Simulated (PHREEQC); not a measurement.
Make-up at 25 °C: 0.093 mol/kgw HBr, 0.16 mol/kgw NaCl and 0.0048 mol/kgw MgCl2. Closed to the air; pH follows from the charge balance.

All values are PHREEQC results (ion-association model, wateq4f.dat), not measurements.

Precipitation was switched off in this run.

What pH, activity of water does the model give?

pH 1.14; activity of water 0.991.

Complexes and solids missing from the database can't appear.
